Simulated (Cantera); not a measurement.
Mixture: CH₃OH : O₂ : N₂ = 1 : 2.63 : 8.16 (molar parts), equivalence ratio 0.57, at 760 Torr, adiabatic and at constant volume. Ignition delay is the time to a rise of 400 K.

Model: GRI-Mech 3.0 (53 species, 325 reactions), integrated in Cantera. GRI-Mech 3.0 was tuned for natural gas; its chemistry of methanol as a main component is partial and can be far from experiment.

Predict: delay at 1175 K; delay at 1275 K; delay at 1375 K; delay at 1475 K; delay at 1575 K; delay at 1675 K; delay at 1775 K; apparent activation energy between 1575 and 1775 K.


- delay at 1175 K: 15.1 ms
- delay at 1275 K: 3.13 ms
- delay at 1375 K: 0.849 ms
- delay at 1475 K: 0.288 ms
- delay at 1575 K: 0.117 ms
- delay at 1675 K: 54.7 µs
- delay at 1775 K: 28.2 µs
- apparent activation energy between 1575 and 1775 K: 170 kJ/mol
